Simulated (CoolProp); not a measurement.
Vapour-liquid equilibrium of R22 (1) + ethanol (2) at 55.55 °C; x and y are mole fractions of (1).

Computed with CoolProp (multi-fluid Helmholtz-energy mixture model, Kamei 1995 and Schroeder 2014; pair parameters Bell 2016).

| x | bubble pressure (MPa) | y at the bubble point | dew pressure at overall composition x (MPa) | liquid density (mol/L) |
|---|---|---|---|---|
| 0.05 | 0.1932 | (withheld) | 0.04020 | 16.36 |
| 0.15 | 0.5171 | 0.928 | 0.04495 | 16.15 |
| 0.25 | 0.8269 | (withheld) | 0.05095 | 15.92 |
| 0.35 | 1.094 | 0.968 | 0.05879 | 15.65 |
| 0.45 | 1.305 | 0.974 | 0.06945 | 15.34 |
| 0.55 | 1.466 | 0.978 | 0.08480 | 14.97 |
| 0.65 | 1.595 | 0.981 | 0.1088 | 14.54 |
| 0.75 | (withheld) | 0.984 | 0.1519 | 14.03 |
| 0.85 | 1.864 | 0.988 | 0.2512 | 13.42 |
| 0.95 | (withheld) | 0.995 | 0.7281 | 12.66 |

Problem. What belongs in the gaps?

Solution. 
- 0.05, y at the bubble point: 0.804
- 0.25, y at the bubble point: 0.956
- 0.75, bubble pressure (MPa): 1.718
- 0.95, bubble pressure (MPa): 2.066

No azeotrope shows between x = 0.05 and 0.95.

The pair parameters rest on a limited set of measurements; away from them the model extrapolates. The gap from Raoult's law changes sign with composition, which may be real or a fault of the pair parameters; it wasn't checked against measurements.
